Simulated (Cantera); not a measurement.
A closed system holds: 1 mol FeS, 17 mol H2, 2.9 mol N2, held at 73.0 Pa.

Cantera equilibrium calculation (NASA polynomials, part measured and part estimated; ideal gas, pure solids and liquids). Candidate condensed phases: Fe, FeS, FeS2, S; 16 gas species. Metal and sulfide melt together well below either melting point, which pure phases cannot show. Mutual solubility and eutectic melting of coexisting phases are not modelled. FeS: taken at fixed stoichiometry. Gases not in the tables: S3 to S7. Equilibrium is a limit: real reactors are often held back by kinetics, nucleation or transport.

**Question.** Which condensed phases are stable at each of these points (T (°C)): 475, 575, 675, 775, 875, 975, 1075, 1175?

**Answer.** 
```
T (°C)  condensed phases  Fe condensed (%)
------  ----------------  ----------------
475       Fe(α) + FeS(s)             100.0
575       Fe(α) + FeS(s)             100.0
675       Fe(α) + FeS(s)             100.0
775       Fe(α) + FeS(s)             100.0
875       Fe(α) + FeS(s)             100.0
975       Fe(γ) + FeS(s)             100.0
1075      Fe(γ) + FeS(s)             100.0
1175      Fe(γ) + FeS(s)              99.9
```

From 475 °C to 875 °C the condensed part is Fe(α) + FeS(s). From 975 °C to 1175 °C the condensed part is Fe(γ) + FeS(s).
